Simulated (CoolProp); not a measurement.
Vapour-liquid equilibrium of propane (1) + R227EA (2) at 1.13 MPa; x and y are mole fractions of (1).

Computed with CoolProp (multi-fluid Helmholtz-energy mixture model, Lemmon 2009 and Lemmon 2016; pair parameters Bell 2016).

Problem. Give the bubble temperature and the first vapour's composition at x = 0.05, 0.65, 0.8. Is there an azeotrope?

Solution. x = 0.05: 53.3 °C, y = 0.130; x = 0.65: 29.9 °C, y = 0.716; x = 0.8: 29.3 °C, y = 0.798. y crosses x between x = 0.65 and 0.8: the model has an azeotrope there.

The pair parameters rest on a limited set of measurements; away from them the model extrapolates.
